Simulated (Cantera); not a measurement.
Input (Python, Cantera) and output of one run.

```python
import numpy as np
import cantera as ct

gas_names = """
    CL CL2 H HCL H2 N NH NH2 NH3 N2 N2H2 N2H4 Si SiCL SiCL2 SiCL3 SiCL4 SiH SiHCL3 SiH2 SiH2CL2 SiH3
    SiH3CL SiH4 SiN Si2 Si2N Si3
""".split()
cond_names = """
    NH4CL(a) NH4CL(b) Si(cr) Si(L) Si3N4(a)
""".split()


# ... load() reads the species with a 1 bar reference pressure and builds the phases ...
atoms = {
    'SiHCl3': {'Si': 1, 'H': 1, 'CL': 3},
    'NH3': {'N': 1, 'H': 3},
    'N2': {'N': 2},
}
top_T = {'Si3N4(a)': 2400}  # K; cautious upper limits of use, not melting points


# ... equilibrate(T, P, feed) seeds the gas with the atoms and calls Mixture.equilibrate('TP', solver="vcs", rtol=1e-11, max_steps=5000) ...
results = []
T = 1675  # K
P = 10000  # Pa
for m in [3.5, 8, 13, 17, 22, 26, 31, 35]:
    feed = {'SiHCl3': 1, 'NH3': 1.7, 'N2': m}  # mol
    mix = equilibrate(T, P, feed)
    results.append((T, P, feed, dict(zip(mix.species_names, mix.species_moles))))
    x = sorted(zip(gas.X, gas.species_names), reverse=True)
    print(f"T = {T:g} K  P = {P:g} Pa  n(N2) = {m:g} mol  gas = {mix.phase_moles(0):.4g} mol")
    print("   x: " + "  ".join(f"{s} {v:.3e}" for v, s in x if v > 0.001))
    print("   condensed (mol): " + ("  ".join(f"{mix.phase(i).name} {mix.phase_moles(i):.4g}"
          for i in range(1, mix.n_phases) if mix.phase_moles(i) > 1e-12) or "none"))
```

Output:

```
T = 1675 K  P = 10000 Pa  n(N2) = 3.5 mol  gas = 8.541 mol
   x: N2 4.726e-01  H2 2.484e-01  HCL 2.168e-01  SiCL2 5.314e-02  SiCL3 6.671e-03  SiCL4 1.740e-03
   condensed (mol): Si3N4(a) 0.157
T = 1675 K  P = 10000 Pa  n(N2) = 8 mol  gas = 13.02 mol
   x: N2 6.532e-01  H2 1.586e-01  HCL 1.509e-01  SiCL2 3.251e-02  SiCL3 3.555e-03
   condensed (mol): Si3N4(a) 0.1726
T = 1675 K  P = 10000 Pa  n(N2) = 13 mol  gas = 18.01 mol
   x: N2 7.489e-01  H2 1.132e-01  HCL 1.120e-01  SiCL2 2.291e-02  SiCL3 2.202e-03
   condensed (mol): Si3N4(a) 0.1794
T = 1675 K  P = 10000 Pa  n(N2) = 17 mol  gas = 22.01 mol
   x: N2 7.944e-01  HCL 9.277e-02  H2 9.209e-02  SiCL2 1.857e-02  SiCL3 1.639e-03
   condensed (mol): Si3N4(a) 0.1824
T = 1675 K  P = 10000 Pa  n(N2) = 22 mol  gas = 27.01 mol
   x: N2 8.323e-01  HCL 7.635e-02  H2 7.468e-02  SiCL2 1.504e-02  SiCL3 1.213e-03
   condensed (mol): Si3N4(a) 0.1848
T = 1675 K  P = 10000 Pa  n(N2) = 26 mol  gas = 31.01 mol
   x: N2 8.539e-01  HCL 6.687e-02  H2 6.486e-02  SiCL2 1.306e-02
   condensed (mol): Si3N4(a) 0.1862
T = 1675 K  P = 10000 Pa  n(N2) = 31 mol  gas = 36.01 mol
   x: N2 8.741e-01  HCL 5.789e-02  H2 5.570e-02  SiCL2 1.122e-02
   condensed (mol): Si3N4(a) 0.1874
T = 1675 K  P = 10000 Pa  n(N2) = 35 mol  gas = 40.01 mol
   x: N2 8.867e-01  HCL 5.227e-02  H2 5.005e-02  SiCL2 1.008e-02
   condensed (mol): Si3N4(a) 0.1882
```

Equilibrium computed with Cantera from the NASA thermochemical tables; the gas is ideal and each condensed phase is pure. The tables' values for SiCl3 are old estimates; treat these amounts as uncertain.
